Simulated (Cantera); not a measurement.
A Cantera script and what it prints.

```python
import numpy as np
import cantera as ct

gas_names = [...]  # 92 gases of nasa_gas.yaml made of C, H, N
cond_names = """
    C(gr) C6H6(L) C7H8(L) C8H18(L),n-octa
""".split()


# ... load() reads the species with a 1 bar reference pressure and builds the phases ...
atoms = {
    'n-butane': {'C': 4, 'H': 10},
    'H2': {'H': 2},
    'N2': {'N': 2},
}
top_T = {'C(gr)': 4500}  # K; cautious upper limits of use, not melting points


# ... equilibrate(T, P, feed) seeds the gas with the atoms and calls Mixture.equilibrate('TP', solver="vcs", rtol=1e-11, max_steps=5000) ...
results = []
feed = {'n-butane': 1, 'H2': 0.46, 'N2': 1.8}  # mol
P = 470  # Pa
for T in [1748, 1823, 1898, 1973, 2048, 2123, 2198, 2273, 2348, 2423, 2498]:
    mix = equilibrate(T, P, feed)
    results.append((T, P, feed, dict(zip(mix.species_names, mix.species_moles))))

top = {s: max(r[3][s] / sum(r[3][g] for g in gas_names) for r in results) for s in gas_names}
cols = sorted((s for s in top if top[s] > 1e-05), key=lambda s: -top[s])[:6]
seen = [c for c in cond_names if any(r[3].get(c, 0) > 1e-12 for r in results)]
print("log10 of partial pressures in bar; condensed amounts in mol")
print(f"{'T/K':>10s}" + "".join(f"{s[:9]:>10s}" for s in cols + seen))
for T, P, feed, n in results:
    ng = sum(n[g] for g in gas_names)
    print(f"{T:10.4g}" + "".join(f"{np.log10(max(n[s] / ng * P / 1e5, 1e-99)):10.3f}" for s in cols)
          + "".join(f"{n.get(c, 0):10.4g}" for c in seen))
```

Output:

```
log10 of partial pressures in bar; condensed amounts in mol
       T/K        H2         H        N2       HCN C2H2,acet       HNC     C(gr)
      1748    -2.454    -4.868    -2.936    -5.020    -6.401    -6.493     3.983
      1823    -2.455    -4.591    -2.937    -4.860    -6.130    -6.259     3.975
      1898    -2.458    -4.336    -2.940    -4.714    -5.883    -6.044     3.965
      1973    -2.462    -4.101    -2.942    -4.581    -5.656    -5.848      3.95
      2048    -2.469    -3.884    -2.947    -4.459    -5.448    -5.667     3.931
      2123    -2.478    -3.684    -2.952    -4.349    -5.259    -5.503     3.907
      2198    -2.492    -3.500    -2.960    -4.250    -5.088    -5.354     3.876
      2273    -2.512    -3.332    -2.971    -4.163    -4.935    -5.219      3.84
      2348    -2.539    -3.178    -2.984    -4.087    -4.801    -5.100     3.796
      2423    -2.575    -3.039    -3.001    -4.024    -4.687    -4.995     3.744
      2498    -2.623    -2.915    -3.021    -3.974    -4.593    -4.907     3.686
```

Method: chemical equilibrium by Gibbs-energy minimisation in Cantera with the NASA 1993 tables (ideal gas, pure condensed phases).
